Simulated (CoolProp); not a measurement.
Values from CoolProp's reference Helmholtz-energy equation of state, Marx 1992.

**Question.** Give the vapour pressure (bar), vapour density (kg/m³), enthalpy of vaporisation (kJ/kg), surface tension (mN/m) of saturated R113 at 307.2, 354.7, 426 K.

**Answer.** 
| T (K) | p (bar) | vapour density (kg/m³) | enthalpy of vaporisation (kJ/kg) | surface tension (mN/m) |
|---|---|---|---|---|
| 307.2 | 0.632 | 4.78 | 149 | 16.2 |
| 354.7 | 2.76 | 19.2 | 133 | 11.1 |
| 426 | 12.8 | 91.1 | 98.8 | 4.25 |

Surface tension comes from a separate correlation (Mulero 2012).
